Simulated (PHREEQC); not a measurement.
## Acid rinse or clean: an equilibrium model

Make-up at 25 °C: 0.2 mol/kgw H2SO4, 0.027 mol/kgw ZnSO4 and 6.3e-05 mol/kgw MgCl2. Closed to the air; pH follows from the charge balance.

The numbers come from PHREEQC with the ion-association model, wateq4f.dat.

No solid was allowed to form.

Q: What pH, ionic strength does the model give?

A: pH 0.77; ionic strength 0.300 mol/kgw.

Q: In which forms is Zn present?

A: Zn+2 62 %, ZnSO4 31 %, Zn(SO4)2-2 7.2 % of the Zn.

Species that the database lacks are ignored.
